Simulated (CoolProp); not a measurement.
Vapour-liquid equilibrium of ethanol (1) + toluene (2) at 0.698 MPa; x and y are mole fractions of (1).

Model: multi-fluid Helmholtz-energy mixture model, Schroeder 2014 and Lemmon 2006; pair parameters Bell 2016, in CoolProp.

```tsv
x	bubble temperature (°C)	y at the bubble point	dew temperature at overall composition x (°C)	liquid density (mol/L)
0.05	177.6	0.291	193.0	7.763
0.2	153.9	…	183.7	8.534
0.35	146.2	…	173.5	9.231
0.5	…	0.741	162.1	10.04
0.65	140.3	0.789	…	11.04
0.8	138.4	…	139.9	12.30
0.95	137.2	0.956	137.2	13.89
```

### Question
What belongs in the gaps?

### Answer

- 0.2, y at the bubble point: 0.598
- 0.35, y at the bubble point: 0.690
- 0.5, bubble temperature (°C): 142.7
- 0.65, dew temperature at overall composition x (°C): 149.5
- 0.8, y at the bubble point: 0.855

No azeotrope shows between x = 0.05 and 0.95.

Pair parameters are fitted to limited data, so mixtures are less certain than the pure fluids.
